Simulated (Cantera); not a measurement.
What does this Cantera script print?

```python
import numpy as np
import cantera as ct

gas_names = """
    H H2 N NH NH2 NH3 N2 N2H2 N2H4 Si SiH SiH2 SiH3 SiH4 SiN Si2 Si2N Si3
""".split()
cond_names = """
    Si(cr) Si(L) Si3N4(a)
""".split()


def load(file, names, dense=False):
    # The tables refer to 1 bar. Condensed volumes are neglected.
    table = {s.name: s for s in ct.Species.list_from_file(file)}
    out = []
    for n in names:
        d = dict(table[n].input_data)
        d["thermo"] = dict(d["thermo"], **{"reference-pressure": 1e5})
        if dense:
            d["equation-of-state"] = {"model": "constant-volume", "density": "1e6 g/cm^3"}
        out.append(ct.Species.from_dict(d))
    return out


gas = ct.Solution(thermo="ideal-gas", species=load("nasa_gas.yaml", gas_names))
cond = {s.name: ct.Solution(thermo="fixed-stoichiometry", species=[s], name=s.name)
        for s in load("nasa_condensed.yaml", cond_names, dense=True)}
atoms = {
    'trisilylamine': {'Si': 3, 'N': 1, 'H': 9},
    'N2': {'N': 2},
    'NH3': {'N': 1, 'H': 3},
}
top_T = {'Si3N4(a)': 2400}  # K; cautious upper limits of use, not melting points


def equilibrate(T, P, feed):
    n = {}
    for name, mol in feed.items():
        for a, k in atoms[name].items():
            n[a] = n.get(a, 0.0) + k * mol
    gas.TPX = T, P, n
    mass = sum(n.values()) * gas.mean_molecular_weight
    gas.equilibrate("TP")
    valid = [c for c in cond.values() if c.min_temp <= T <= top_T.get(c.name, c.max_temp)]
    mix = ct.Mixture([(gas, mass / gas.mean_molecular_weight)] + [(c, 0.0) for c in valid])
    mix.T, mix.P = T, P
    mix.equilibrate("TP", solver="vcs", rtol=1e-11, max_steps=5000)
    return mix


results = []
feed = {'trisilylamine': 1, 'N2': 22, 'NH3': 5.3}  # mol
T = 1423.15  # K
P = 10000  # Pa
mix = equilibrate(T, P, feed)
results.append((T, P, feed, dict(zip(mix.species_names, mix.species_moles))))
print(gas.report(threshold=0.001))
for i in range(1, mix.n_phases):
    print(f"{mix.phase(i).name:16s} {mix.phase_moles(i):12.5e} mol")
```

Output:

```
       temperature   1423.2 K
          pressure   10000 Pa
           density   0.015991 kg/m^3
  mean mol. weight   18.922 kg/kmol
   phase of matter   gas

                          1 kg             1 kmol
                     ---------------   ---------------
          enthalpy         1.853e+06        3.5063e+07  J
   internal energy        1.2277e+06         2.323e+07  J
           entropy             12820        2.4259e+05  J/K
    Gibbs function       -1.6392e+07       -3.1017e+08  J
 heat capacity c_p            1778.2             33648  J/K
 heat capacity c_v            1338.8             25333  J/K

                      mass frac. Y      mole frac. X     chem. pot. / RT
                     ---------------   ---------------   ---------------
                H2          0.037259           0.34971           -21.804
                N2           0.96274           0.65028           -28.585
     [  +16 minor]        1.8507e-06        1.3765e-05

Si(cr)            0.00000e+00 mol
Si3N4(a)          1.00000e+00 mol
```

These are equilibrium values from Cantera (NASA tables, ideal gas, pure condensed phases), not measurements of a reactor. The feed counts by its element totals alone.
